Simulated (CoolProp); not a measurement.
Sulfur dioxide along the isotherm 525 K: Z from the reference equation and from simpler models built on Tc = 430.6 K, pc = 7.887 MPa, ω = 0.256; each cubic takes its own stable root.

Model: reference Helmholtz-energy equation of state, Gao 2016, in CoolProp.

| p (MPa) | phase | reference | Soave-Redlich-Kwong | Peng-Robinson |
|---|---|---|---|---|
| 0.0374 | gas | 0.9992 | 0.9992 | 0.9991 |
| 0.0709 | gas | 0.9985 | 0.9985 | 0.9982 |
| 0.134 | gas | 0.9971 | 0.9972 | 0.9966 |
| 0.255 | gas | 0.9945 | 0.9946 | 0.9936 |
| 0.483 | gas | 0.9896 | 0.9898 | 0.9879 |
| 0.916 | gas | 0.9801 | 0.9806 | 0.9770 |
| 1.74 | gas | 0.9619 | 0.9629 | 0.9564 |
| 3.29 | gas | 0.9270 | 0.9295 | 0.9175 |
| 6.24 | gas | 0.8584 | 0.8653 | 0.8441 |
| 11.8 | supercritical | 0.7259 | 0.7497 | 0.7168 |
